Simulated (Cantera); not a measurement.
A closed system holds: 1 mol Ti, 3.6 mol CO2, 54 mol CO, held at 1048.15 K and 0.000600 bar.

Cantera equilibrium calculation (NASA polynomials, part measured and part estimated; ideal gas, pure solids and liquids). Candidate condensed phases: C, Ti, TiC, TiO, TiO2, Ti2O3, Ti3O5, Ti4O7; 15 gas species. The numbers say what is thermodynamically allowed, not how fast it happens.

Base state: CO 0.972, CO2 0.0278 (mole fractions); condensed: TiO2(rutile).

Question: What changes in the equilibrium state with this change: Ti replaced by Al?

Answer: 
```json
[
 {"species": "CO", "before": "0.972", "after": "0.964"},
 {"species": "CO2", "before": "0.0278", "after": "0.0365"},
 {"species": "TiO2(rutile), mol", "before": "1.00", "after": "0"},
 {"species": "Al2O3(s), mol", "before": "0", "after": "0.500"}
]
```
Further candidate phases: Al, Al2O3.
